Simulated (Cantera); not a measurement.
An isothermal, constant-pressure homogeneous reactor starts with NO : N2 = 1 : 0.1 (molar parts), at 1648 K and 0.210 bar. Integrator tolerance rtol = 1e-08.

Detailed kinetics in Cantera: GRI-Mech 3.0 (53 species, 325 reactions).

Task: What does this change do: pressure from 0.210 bar to 1.40 bar?

Result: 
```
quantity                                            before                                    after
----------------  ----------------------------------------  ---------------------------------------
x(NO) at 20.0 s      0.639 (gas-phase equilibrium 0.00290)    0.234 (gas-phase equilibrium 0.00290)
x(O2) at 20.0 s        0.135 (gas-phase equilibrium 0.453)      0.337 (gas-phase equilibrium 0.453)
x(O) at 20.0 s     2.12e-5 (gas-phase equilibrium 3.74e-5)  1.26e-5 (gas-phase equilibrium 1.45e-5)
x(N2) at 20.0 s        0.226 (gas-phase equilibrium 0.544)      0.428 (gas-phase equilibrium 0.544)
x(N2O) at 20.0 s  0.000139 (gas-phase equilibrium 6.52e-8)  2.04e-5 (gas-phase equilibrium 1.68e-7)
x(NO2) at 20.0 s  0.000828 (gas-phase equilibrium 6.92e-6)  0.00124 (gas-phase equilibrium 1.79e-5)
```

Task: What does this change do: pressure from 0.210 bar to 0.0490 bar?

Result: 
```csv
quantity,before,after
x(NO) at 20.0 s,0.639 (gas-phase equilibrium 0.00290),0.827 (gas-phase equilibrium 0.00290)
x(O2) at 20.0 s,0.135 (gas-phase equilibrium 0.453),0.0408 (gas-phase equilibrium 0.453)
x(O) at 20.0 s,2.12e-5 (gas-phase equilibrium 3.74e-5),2.76e-5 (gas-phase equilibrium 7.75e-5)
x(N2) at 20.0 s,0.226 (gas-phase equilibrium 0.544),0.132 (gas-phase equilibrium 0.544)
x(N2O) at 20.0 s,0.000139 (gas-phase equilibrium 6.52e-8),0.000226 (gas-phase equilibrium 3.15e-8)
x(NO2) at 20.0 s,0.000828 (gas-phase equilibrium 6.92e-6),0.000280 (gas-phase equilibrium 3.34e-6)
```
Radical loss at walls, strong at low pressure, is not modelled.
